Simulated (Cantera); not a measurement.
# Ignition delay

Mixture: 9.62 % CH₃OH, 19.0 % O₂, 71.4 % N₂, equivalence ratio 0.76, at 0.464 atm, adiabatic and at constant volume. Ignition delay is the time to a rise of 400 K.

Detailed kinetics in Cantera: GRI-Mech 3.0 (53 species, 325 reactions). GRI-Mech 3.0 was tuned for natural gas; its chemistry of methanol as a main component is partial and can be far from experiment.

```
T0 (K)  delay (ms)
------  ----------
1150          46.3
1250          8.95
1350          2.28
1450         0.734
1550         0.286
1650         0.129
1750        0.0649
1850        0.0356
```

apparent activation energy between 1650 and 1850 K: 160 kJ/mol
